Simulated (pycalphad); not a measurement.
Source of the numbers: pycalphad with the COST 507 light-alloy database (1999); pressure 1 atm. The database dates from 1999; later assessments differ in places, in temperatures and in the compounds included. Amounts are mole fractions of atoms. Diffusion is slow at the low end, where real alloys seldom reach equilibrium.

**Question.** Give the equilibrium state of Ti-91.93Si (wt.%) at 520 K.

**Answer.** DIAMOND_A4, fraction 0.853, with >99.99 Si wt.%; SI2TI, fraction 0.147, with 54.0 Si wt.%.

**Question.** Give the equilibrium state of Ti-91.93Si (wt.%) at 1640 K.

**Answer.** DIAMOND_A4, fraction 0.683, with >99.99 Si wt.%; LIQUID, fraction 0.317, with 76.3 Si wt.%.

Database names, with the compositions (at.%) that they take in these runs: SI2TI: Si 67 Ti 33. DIAMOND_A4 is diamond (Si).
